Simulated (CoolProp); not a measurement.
Saturation properties of hydrogen chloride (Tc = 324.7 K, pc = 8314 kPa, ω = 0.130).

Computed with CoolProp (reference Helmholtz-energy equation of state, Thol 2018).

```tsv
T (K)	p (kPa)	liquid density (kg/m³)	vapour density (kg/m³)	enthalpy of vaporisation (kJ/kg)	liquid cp (kJ/(kg K))
197.9	170.8	1161	3.951	433.1	1.667
204.7	238.3	1143	5.388	425.1	1.675
211.5	324.8	1125	7.199	416.8	1.686
218.3	433.6	1107	9.448	408.0	1.700
225.1	568.2	1087	12.21	398.6	1.718
232	734.8	1067	15.61	388.6	1.740
238.8	932.6	1047	19.66	378.1	1.766
245.6	1168	1026	24.51	366.8	1.799
252.4	1444	1003	30.29	354.8	1.839
259.2	1766	980.1	37.17	341.8	1.888
```

It boils at 188.2 K under 1 atm.
